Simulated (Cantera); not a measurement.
Charge: 1 mol CF4, 1.3 mol CH4, held at 2250 °C and 19.0 Pa.

These are equilibrium values from Cantera (NASA tables, ideal gas, pure condensed phases), not measurements of a reactor. Candidate condensed phases: C, C6H6, C7H8, C8H18; 95 gas species. Kinetics and transport are ignored.

Base state: HF 0.723, H 0.229, F 0.0285, H2 0.0129, C3 0.00373, C 0.00120, CF 0.000997, C2 0.000345 (mole fractions); condensed: C(graphite).

What changes in the equilibrium state with this change: CH4 from 1.3 to 0.085 mol?


| species | before | after |
|---|---|---|
| F | 0.0285 | 0.865 |
| HF | 0.723 | 0.0848 |
| CF | 0.000997 | 0.0303 |
| H | 0.229 | 0.000883 |
| H2 | 0.0129 | 1.92e-7 |
| CF2 | 1.49e-5 | 0.0138 |
| C2H2 (acetylene) | 0.000154 | 2.29e-9 |
| C2H | 0.000205 | 7.93e-7 |
| C(graphite), mol | 2.22 | 0.858 |
